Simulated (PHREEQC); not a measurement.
Dissolve 0.0019 mol/kgw HF, 0.0013 mol/kgw H2SiF6 and 0.15 mol/kgw HNO3 at 25 °C. Closed to the air; pH follows from the charge balance.

Model: ion-association model, phreeqc.dat, run in PHREEQC.

Question: The ionic strength comes out as 0.152 mol/kgw. What activity coefficients do SiF6-2, F-, NO3-, H+ get?

Answer: SiF6-2 0.33, F- 0.73, NO3- 0.72, H+ 0.81.

No solid was allowed to form. Examples of supersaturated solids here: Quartz (slow to form), Chalcedony (slow to form). Others may be too. SiF6-2 is the database's only silicon fluoride.
